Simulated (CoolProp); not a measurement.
Model: reference Helmholtz-energy equation of state, Thol 2017, in CoolProp.

For octamethyltrisiloxane (MDM), give the phase and the density (kg/m³), cv (kJ/(kg K)), speed of sound (m/s), expansivity (1/kK) at 424.2 K and 289 kPa; 500.3 K and 1660 kPa; 559.9 K and 2160 kPa.


- 424.2 K and 289 kPa: liquid; density 678, cv 1.78, speed of sound 512, expansivity 1.85
- 500.3 K and 1660 kPa: liquid; density 579, cv 1.97, speed of sound 319, expansivity 2.85
- 559.9 K and 2160 kPa: liquid; density 463, cv 2.11, speed of sound 168, expansivity 6.38
